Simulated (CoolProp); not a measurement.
Saturated liquid density (kg/m³) of chlorine: the reference equation beside estimates from Tc = 416.9 K, pc = 7.642 MPa, ω = 0.070. Rackett uses Z = 0.29056 − 0.08775 ω.

Computed with CoolProp (reference Helmholtz-energy equation of state, Thol 2021).

| T (K) | reference | Rackett | van der Waals | Soave-Redlich-Kwong | Peng-Robinson |
|---|---|---|---|---|---|
| 200.4 | 1669 | 1559 | 1036 | 1530 | 1721 |
| 213.8 | 1633 | 1530 | 1018 | 1501 | 1691 |
| 227.1 | 1597 | 1500 | 998.6 | 1472 | 1659 |
| 240.4 | 1560 | 1470 | 978.8 | 1440 | 1625 |
| 253.8 | 1523 | 1438 | 957.9 | 1406 | 1589 |
| 267.1 | 1485 | 1405 | 936.1 | 1371 | 1550 |
| 280.4 | 1447 | 1371 | 913.1 | 1332 | 1508 |
| 293.8 | 1406 | 1335 | 888.6 | 1291 | 1462 |
| 307.1 | 1364 | 1297 | 862.8 | 1247 | 1413 |
| 320.4 | 1321 | 1258 | 835.1 | 1199 | 1359 |
| 333.8 | 1274 | 1215 | 805.1 | 1146 | 1299 |
| 347.1 | 1224 | 1169 | 772.5 | 1088 | 1234 |
| 360.4 | 1169 | 1118 | 736.5 | 1024 | 1160 |
| 373.8 | 1106 | 1061 | 695.5 | 950.5 | 1075 |

Absolute difference from the reference over all 14 rows, mean and median: Rackett 5.2 and 5.2 %, van der Waals 37.1 and 37.0 %, Soave-Redlich-Kwong 9.2 and 8.3 %, Peng-Robinson 3.2 and 3.6 %.
